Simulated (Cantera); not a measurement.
Input: 1 mol CaO, 6.3 mol F2, 2.9 mol O2, at 1298.15 K and 0.133 bar.

Equilibrium computed with Cantera from the NASA thermochemical tables; the gas is ideal and each condensed phase is pure. Candidate condensed phases: Ca, CaF2, CaO; 13 gas species. The numbers say what is thermodynamically allowed, not how fast it happens.

Base state: F 0.676, O2 0.259, F2 0.0654, FO2 2.74e-5, FO 2.67e-5 (mole fractions); condensed: CaF2(s).

### Question
What changes in the equilibrium state with this change: 0.028 mol H2O added?

### Answer
```
species        before    after
------------  -------  -------
F               0.676    0.672
O2              0.259    0.259
F2             0.0654   0.0646
HF                  0  0.00425
FO            2.67e-5  2.66e-5
FO2           2.74e-5  2.73e-5
CaF2(s), mol    1.000    1.000
```
Further candidate phases: Ca(OH)2, H2O.
